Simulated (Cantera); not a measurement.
A perfectly stirred reactor is fed with NH3 : H2 = 1 : 2.5 (molar parts), at 24.0 Torr; it is held at 1475 K, and followed from long to short residence time.

Detailed kinetics in Cantera: the gas-phase N/H chemistry of the illustrative SiF4/NH3 mechanism in the Surface Chemkin manual (1991). Walls and surfaces, which speed up NH3 decomposition in real reactors, are not modelled.

Question: What does this change do: temperature 1475 to 2175 K?

Answer: 
```
quantity                 before     after
----------------------  -------  --------
x(NH3) at τ = 1.10 s      0.286    0.0347
x(H2) at τ = 1.10 s       0.714     0.865
x(H) at τ = 1.10 s      2.17e-5   0.00251
x(NH2) at τ = 1.10 s    1.88e-5  0.000309
x(N2H4) at τ = 1.10 s   1.82e-9  3.85e-10
x(NH3) at τ = 11.0 ms     0.286     0.269
x(H2) at τ = 11.0 ms      0.714     0.723
x(H) at τ = 11.0 ms     4.67e-7  0.000999
x(NH2) at τ = 11.0 ms   4.04e-7   0.00114
x(N2H4) at τ = 11.0 ms   <1e-12   5.21e-9
```
